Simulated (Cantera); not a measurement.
Feed: 1 mol CH3SiH3, 0.006 mol C3H8, 190 mol H2, held at 2050 K and 0.830 bar.

Cantera equilibrium calculation (NASA polynomials, part measured and part estimated; ideal gas, pure solids and liquids). Candidate condensed phases: C, C6H6, C7H8, C8H18, Si, SiC; 87 gas species. The feed counts by its element totals alone. Gases not in the tables: Si2H6 and higher silanes. Kinetics and transport are ignored.

Problem. What is the equilibrium state?

Solution. 
| Property | Result |
|---|---|
| x(H2) | 0.997 |
| x(H) | 0.00249 |
| x(CH4) | 6.87e-5 |
| x(C2H2 (acetylene)) | 5.28e-5 |
| x(SiH2) | 4.11e-5 |
| x(Si) | 2.74e-5 |
| x(SiH) | 1.51e-5 |
| x(CH3) | 3.37e-6 |
| n(SiC(s)) | 0.983 mol |
| gas amount | 193.3 mol |
| log10 activity of Si(l) (absent) | -0.53 |
| log10 activity of C(graphite) (absent) | -0.65 |
